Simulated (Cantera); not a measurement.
A counterflow diffusion flame at 0.503 atm, nozzles 20 mm apart: fuel side CH₄ : N₂ = 1 : 0.29 (molar parts) at 523 K, oxidiser side O₂ : N₂ = 0.23 : 0.77 (molar parts) at 448 K, fuel mass flux 0.69 times the oxidiser's; mixture-averaged transport, no radiation.

Detailed kinetics in Cantera: GRI-Mech 3.0 (53 species, 325 reactions). GRI-Mech 3.0 has no aromatics or soot, which form on the fuel side of real flames. The maximum strain rate includes the flame's own expansion and is several times the mean.

x: mole fraction; the columns are a selection and need not sum to one.

| oxidiser flux (kg/m²/s) | max strain (1/s) | mean strain (1/s) | T max (K) | peak x OH | peak x H | peak x NO | peak x CO | peak x C₂H₂ |
|---|---|---|---|---|---|---|---|---|
| 0.13 | 175 | 36.8 | 2094 | 0.00943 | 0.00622 | 0.000267 | 0.0626 | 0.0133 |
| 0.17 | [?] | 48.2 | 2080 | 0.00925 | 0.00637 | 0.000246 | 0.0618 | 0.0128 |
| 0.23 | 287 | 65.1 | 2069 | 0.00913 | 0.00658 | 0.000223 | 0.0612 | 0.0123 |
| 0.31 | 374 | 87.8 | 2055 | 0.00895 | 0.00674 | 0.000197 | 0.0607 | 0.0117 |
| 0.42 | [?] | 119 | 2039 | 0.00870 | 0.00686 | [?] | 0.0604 | 0.0110 |
| 0.57 | 649 | 161 | 2022 | 0.00839 | 0.00693 | 0.000139 | 0.0603 | 0.0102 |
| 0.76 | 845 | 215 | 2001 | 0.00799 | 0.00688 | 0.000110 | 0.0603 | 0.00925 |
| 1 | 1090 | 283 | 1977 | 0.00748 | 0.00669 | 8.24e-5 | 0.0605 | 0.00809 |

**Question.** What belongs in the gaps?

**Answer.** 
- 0.17, max strain (1/s): 220
- 0.42, max strain (1/s): 492
- 0.42, peak x NO: 0.000168
